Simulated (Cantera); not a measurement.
## Hydrocarbon pyrolysis for carbon deposition

A perfectly stirred reactor is fed with C3H8 : H2 = 1 : 3.2 (molar parts), at 8000 Pa; it is held at 2000 K, and followed from long to short residence time.

Detailed kinetics in Cantera: GRI-Mech 3.0 (53 species, 325 reactions). GRI-Mech 3.0 was tuned for natural gas; its chemistry of propane as a main component is partial and can be far from experiment. GRI-Mech 3.0 stops at C3 and has no aromatics, soot or wall deposition, so with more carbon than oxygen in the feed, carbon stays in small species such as C2H2 where larger ones or solid carbon would form.

```csv
τ (s),x C3H8,x H2,x H,x C2H4,x CH3
5.7,1.39e-7,0.786,0.00509,8.97e-5,0.000216
1.3,6.17e-7,0.784,0.00499,9.77e-5,0.000447
0.31,2.66e-6,0.781,0.00481,0.000132,0.000922
0.072,1.19e-5,0.775,0.00461,0.000281,0.00193
0.017,5.16e-5,0.761,0.00455,0.000885,0.00396
0.0039,0.000225,0.738,0.00472,0.00318,0.00796
0.00091,0.000945,0.704,0.00511,0.0106,0.0151
```
x: mole fraction; the columns are a selection and need not sum to one.
